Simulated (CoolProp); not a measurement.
Properties of normal hydrogen along the isobar 791 kPa.

Values from CoolProp's reference Helmholtz-energy equation of state, Leachman 2009.

```
T (°C)    phase       Z  Joule-Thomson coefficient (K/MPa)  conductivity (mW/(m K))  fugacity coefficient
-------  ------  ------  ---------------------------------  -----------------------  --------------------
-252.05  liquid  0.1281                            -0.9424                      105                0.1590
-234.75     gas  0.8531                              6.918                     36.0                0.8695
-217.45     gas  0.9553                              3.863                     44.9                0.9563
-200.15     gas  0.9840                              2.440                     54.6                0.9839
-182.85     gas  0.9953                                ___                     64.6                0.9951
-165.55     gas   1.000                              1.059                     75.2                 1.000
-148.25     gas   1.003                             0.6971                     86.2                 1.003
-131.05     gas   1.004                                ___                     97.4                 1.004
-113.75     gas   1.005                             0.2643                      ___                 1.005
-96.45      gas   1.005                             0.1284                      120                 1.005
-79.15      gas   1.005                            0.02381                      131                 1.005
-61.85      gas   1.005                           -0.05892                      141                 1.005
-44.55      gas   1.005                            -0.1259                      151                 1.005
-27.25      gas   1.005                            -0.1813                      160                 1.005
-10.05      gas   1.005                            -0.2276                      ___                 1.005
7.25        gas   1.005                            -0.2674                      178                 1.005
```

Task: Complete the blanks.

Result: 
- -182.85, Joule-Thomson coefficient (K/MPa): 1.600
- -131.05, Joule-Thomson coefficient (K/MPa): 0.4463
- -113.75, conductivity (mW/(m K)): 109
- -10.05, conductivity (mW/(m K)): 169

Thermal conductivity comes from a separate model (Assael 2011).
